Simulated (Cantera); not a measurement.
A closed system holds: 1 mol Si₂H₆, 4.6 mol HCl, 20 mol N₂, equilibrated at 752 °C and 2.90 mbar.

These are equilibrium values from Cantera (NASA tables, ideal gas, pure condensed phases), not measurements of a reactor. The feed counts by its element totals alone. N₂ is the only nitrogen source here; it is nearly inert below about 1500 K, so the nitride shown seldom forms there in practice. The tables' values for SiCl₃ are old estimates; treat these amounts as uncertain. The numbers say what is thermodynamically allowed, not how fast it happens.

| species | before | after |
|---|---|---|
| N₂ | 0.713 | 0.718 |
| HCl | 0.165 | 0.142 |
| H₂ | 0.119 | 0.131 |
| SiCl₄ | 0.00253 | 0.00832 |
| NH₃ | 5.00e-8 | 2.19e-5 |
| SiCl₃ | 2.02e-5 | 4.14e-6 |
| SiHCl₃ | 1.58e-5 | 6.60e-5 |
| Si₃N₄(s), mol | 0.644 | 0.593 |
Gas species are given as mole fractions.

Task: What was changed between the two runs?
(A) Si₂H₆ replaced by Si₂Cl₆
(B) HCl from 4.6 to 0.75 mol
(C) pressure from 2.90 mbar to 1.10 bar
(D) HCl from 4.6 to 0.024 mol

Result: C, pressure from 2.90 mbar to 1.10 bar
